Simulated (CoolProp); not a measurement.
Model: reference Helmholtz-energy equation of state, Smukala 2000, in CoolProp.

Task: For ethylene, give the phase and the Z, cp (kJ/(kg K)), cv (kJ/(kg K)), speed of sound (m/s) at 166.6 K and 3810 kPa; 221.6 K and 3810 kPa.

Result: 
- 166.6 K and 3810 kPa: liquid; Z 0.134, cp 2.39, cv 1.38, speed of sound 1360
- 221.6 K and 3810 kPa: liquid; Z 0.118, cp 2.63, cv 1.32, speed of sound 936
